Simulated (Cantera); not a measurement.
A Cantera script and what it prints.

```python
import numpy as np
import cantera as ct

gas_names = [...]  # 110 gases of nasa_gas.yaml made of C, H, O
cond_names = """
    C(gr) C6H6(L) C7H8(L) C8H18(L),n-octa H2O(s) H2O(L)
""".split()


# ... load() reads the species with a 1 bar reference pressure and builds the phases ...
atoms = {
    'CO2': {'C': 1, 'O': 2},
    'H2O': {'H': 2, 'O': 1},
    'H2': {'H': 2},
}
top_T = {'C(gr)': 4500}  # K; cautious upper limits of use, not melting points


# ... equilibrate(T, P, feed) seeds the gas with the atoms and calls Mixture.equilibrate('TP', solver="vcs", rtol=1e-11, max_steps=5000) ...
results = []
T = 1775  # K
P = 140  # Pa
for m in [1.3, 2, 3, 4.7, 7.2, 11, 17]:
    feed = {'CO2': 1, 'H2O': 0.035, 'H2': m}  # mol
    mix = equilibrate(T, P, feed)
    results.append((T, P, feed, dict(zip(mix.species_names, mix.species_moles))))
    x = sorted(zip(gas.X, gas.species_names), reverse=True)
    print(f"T = {T:g} K  P = {P:g} Pa  n(H2) = {m:g} mol  gas = {mix.phase_moles(0):.4g} mol")
    print("   x: " + "  ".join(f"{s} {v:.3e}" for v, s in x if v > 0.001))
    print("   condensed (mol): " + ("  ".join(f"{mix.phase(i).name} {mix.phase_moles(i):.4g}"
          for i in range(1, mix.n_phases) if mix.phase_moles(i) > 1e-12) or "none"))
```

Result:

```
T = 1775 K  P = 140 Pa  n(H2) = 1.3 mol  gas = 2.34 mol
   x: H2O 3.276e-01  CO 3.130e-01  H2 2.409e-01  CO2 1.144e-01  H 3.797e-03
   condensed (mol): none
T = 1775 K  P = 140 Pa  n(H2) = 2 mol  gas = 3.043 mol
   x: H2 3.814e-01  H2O 2.850e-01  CO 2.737e-01  CO2 5.497e-02  H 4.777e-03
   condensed (mol): none
T = 1775 K  P = 140 Pa  n(H2) = 3 mol  gas = 4.047 mol
   x: H2 5.178e-01  H2O 2.293e-01  CO 2.208e-01  CO2 2.629e-02  H 5.566e-03
   condensed (mol): none
T = 1775 K  P = 140 Pa  n(H2) = 4.7 mol  gas = 5.753 mol
   x: H2 6.513e-01  H2O 1.685e-01  CO 1.625e-01  CO2 1.130e-02  H 6.243e-03
   condensed (mol): none
T = 1775 K  P = 140 Pa  n(H2) = 7.2 mol  gas = 8.263 mol
   x: H2 7.520e-01  H2O 1.202e-01  CO 1.160e-01  H 6.708e-03  CO2 4.985e-03
   condensed (mol): none
T = 1775 K  P = 140 Pa  n(H2) = 11 mol  gas = 12.08 mol
   x: H2 8.267e-01  H2O 8.346e-02  CO 8.061e-02  H 7.033e-03  CO2 2.187e-03
   condensed (mol): none
T = 1775 K  P = 140 Pa  n(H2) = 17 mol  gas = 18.1 mol
   x: H2 8.812e-01  H2O 5.622e-02  CO 5.431e-02  H 7.262e-03
   condensed (mol): none
```

Cantera equilibrium calculation (NASA polynomials, part measured and part estimated; ideal gas, pure solids and liquids).
